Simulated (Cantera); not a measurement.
Charge: 1 mol SiH2Cl2, 3.5 mol NH3, held at 10.0 mbar.

Equilibrium computed with Cantera from the NASA thermochemical tables; the gas is ideal and each condensed phase is pure. Candidate condensed phases: NH4Cl, Si, Si3N4; 28 gas species. The numbers say what is thermodynamically allowed, not how fast it happens.

Over these rows the condensed part is Si3N4(s). Partial pressures as log10 of bar:

```json
[
 {"T (K)": "1150", "1000/T (1/K)": "0.8696", "log p SiCl2": "-6.29", "log p H2": "-2.20", "log p HCl": "-2.63", "log p N2": "-2.88"},
 {"T (K)": "1200", "1000/T (1/K)": "0.8333", "log p SiCl2": "-5.79", "log p H2": "-2.20", "log p HCl": "-2.63", "log p N2": "-2.88"},
 {"T (K)": "1250", "1000/T (1/K)": "0.8000", "log p SiCl2": "?", "log p H2": "-2.20", "log p HCl": "-2.63", "log p N2": "-2.88"},
 {"T (K)": "1300", "1000/T (1/K)": "0.7692", "log p SiCl2": "-4.92", "log p H2": "-2.20", "log p HCl": "-2.63", "log p N2": "-2.88"},
 {"T (K)": "1350", "1000/T (1/K)": "0.7407", "log p SiCl2": "-4.55", "log p H2": "-2.20", "log p HCl": "-2.64", "log p N2": "-2.88"},
 {"T (K)": "1400", "1000/T (1/K)": "0.7143", "log p SiCl2": "-4.22", "log p H2": "-2.20", "log p HCl": "-2.65", "log p N2": "-2.87"}
]
```

Problem. Fit log p(SiCl2) = a + b·(1000/T) to the five rows, give the apparent enthalpy, and predict the row at 1250 K.

Solution. Means: 1000/T = 0.7854, log p = -5.154. Sxy = -0.223313, Sxx = 0.0166998, so b = -13.37 and a = -5.154 − (-13.37)×0.7854 = 5.35.
Apparent enthalpy: −19.145 × (-13.37) = 256 kJ/mol. With the condensed phases at unit activity, 1/3 Si3N4(s) + 2 HCl(g) = SiCl2(g) + H2(g) + 2/3 N2(g) links this pressure to the main gases: over the six rows their terms move log p by -0.05 in all, so the slope is close to that reaction's ΔH°. The five rows lie within 0.02 of the line.
Prediction at 1250 K: 5.35 + (-13.37)×0.8000 = -5.35. The computed value is -5.34, 0.01 from the line.
